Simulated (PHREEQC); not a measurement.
Solution (25 °C): 0.04 mol/kgw (CH3)4NF. Closed to the air; pH follows from the charge balance.

Model: ion-association model, phreeqc.dat, run in PHREEQC.

Precipitation was switched off in this run.

Question: Estimate the pH.

Answer: pH 7.84.

Complexes and solids missing from the database can't appear. (CH3)4N+ isn't in the database: it is added as a free cation with an ion size of 4 Å.
